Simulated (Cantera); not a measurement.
Feed: 1 mol C₂H₆, 0.15 mol O₂, a varied amount of H₂, held at 2700 °C and 3500 Pa.

These are equilibrium values from Cantera (NASA tables, ideal gas, pure condensed phases), not measurements of a reactor. Candidate condensed phases: C, C₆H₆, C₇H₈, C₈H₁₈, H₂O; 110 gas species. The numbers say what is thermodynamically allowed, not how fast it happens.

Question: Which condensed phases are stable at each of these points (n(H₂) (mol)): 3.9, 6.9, 9.9, 13, 16, 19, 22, 25?

Answer: 
```tsv
n(H₂) (mol)	condensed phases	C condensed (%)
3.9	C(graphite)	43.8
6.9	C(graphite)	26.0
9.9	C(graphite)	8.2
13	gas only	0.0
16	gas only	0.0
19	gas only	0.0
22	gas only	0.0
25	gas only	0.0
```

From 3.9 mol H₂ to 9.9 mol H₂ the condensed part is C(graphite). From 13 mol H₂ to 25 mol H₂ nothing is condensed.
